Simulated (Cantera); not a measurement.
Charge: 1 mol PbO, 0.68 mol H2, 0.75 mol N2.

Equilibrium computed with Cantera from the NASA thermochemical tables; the gas is ideal and each condensed phase is pure. Candidate condensed phases: H2O, Pb, PbO, PbO2, Pb3O4; 27 gas species. Each liquid is taken as pure. Mutual solubility and eutectic melting of coexisting phases are not modelled. Rates play no part.

Question: What condenses at these points (T in °C, P in Pa): (1277, 56000); (1277, 13000); (1177, 3200); (1177, 10); (952, 42); (1152, 42)?

Answer: 
| T (°C) | P in Pa | condensed phases | Pb condensed (%) |
|---|---|---|---|
| 1277 | 56000 | Pb + PbO | 84.3 |
| 1277 | 13000 | PbO | 1.8 |
| 1177 | 3200 | gas only | 0.0 |
| 1177 | 10 | gas only | 0.0 |
| 952 | 42 | gas only | 0.0 |
| 1152 | 42 | gas only | 0.0 |
